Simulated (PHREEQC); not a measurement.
0.044 g of hydrous ferric oxide (600 m²/g; 0.2 weak and 0.005 strong sites per Fe, Dzombak-Morel constants, diffuse double layer) in 1 kg of water with 0.01 mol/kgw of an inert sodium salt and 1.3e-05 mol/kgw MnCl2, 3e-05 mol/kgw Na2SO4 and 9.5e-06 mol/kgw CaCl2, at 25 °C; the pH is set by adding NaOH or the inert anion's acid. The system is closed to oxygen. CO2 from the air is kept out. No solid was allowed to form.

Model: ion-association model, wateq4f.dat, run in PHREEQC.

| pH | Mn sorbed (%) | S sorbed (%) | Ca sorbed (%) | surface charge σ (C/m²) | surface potential ψ (mV) |
|---|---|---|---|---|---|
| 4 | 0.0 | 93.7 | 0.0 | 0.104 | 147 |
| 4.5 | 0.0 | 86.2 | 0.0 | 0.081 | 134 |
| 5 | 0.0 | … | 0.0 | 0.062 | 121 |
| 6 | 1.0 | 31.1 | 0.0 | 0.036 | 95 |
| 6.5 | 5.1 | 13.3 | 0.0 | … | … |
| 7 | 14.3 | … | 0.0 | 0.017 | 60 |
| 7.5 | 26.6 | 0.6 | 0.1 | … | 37 |
| 8 | 56.6 | 0.1 | 0.4 | 0.003 | 14 |
| 9 | 98.2 | 0.0 | … | -0.008 | -32 |
| 9.5 | 99.7 | 0.0 | 57.5 | -0.015 | -54 |
| 10 | 99.9 | 0.0 | 89.6 | -0.024 | -75 |

Task: Complete the blanks.

Result: 
- 5, S sorbed (%): 72.1
- 6.5, surface charge σ (C/m²): 0.026
- 6.5, surface potential ψ (mV): 79
- 7, S sorbed (%): 3.4
- 7.5, surface charge σ (C/m²): 0.009
- 9, Ca sorbed (%): 17.5
